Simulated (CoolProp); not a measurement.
Sulfur hexafluoride at 473.17 K and 0.484 MPa flows at 1.8 m/s in a round tube of 6 mm bore and 1.5 µm roughness, fully developed (64/Re and Nu = 3.66 if laminar; Colebrook and Gnielinski if turbulent). Each further row changes one setting.

Values from CoolProp's reference Helmholtz-energy equation of state, Guder 2009.

```
case              Reynolds number  Darcy friction factor  pressure drop (Pa/m)  heat-transfer coefficient (W/(m² K))  mass flow (kg/h)
----------------  ---------------  ---------------------  --------------------  ------------------------------------  ----------------
as stated                     [?]                 0.0325                   159                                   118               [?]
velocity 3.6 m/s            17100                 0.0274                   [?]                                   209              6.65
diameter 12 mm              17100                 0.0271                   [?]                                   104               [?]
```

Task: Some entries are withheld; supply them.

Result: 
- as stated, Reynolds number: 8570
- as stated, mass flow (kg/h): 3.33
- velocity 3.6 m/s, pressure drop (Pa/m): 537
- diameter 12 mm, pressure drop (Pa/m): 66.5
- diameter 12 mm, mass flow (kg/h): 13.3

Viscosity comes from a separate model (Quiñones-Cisneros 2012). Thermal conductivity comes from a separate model (Assael 2012).
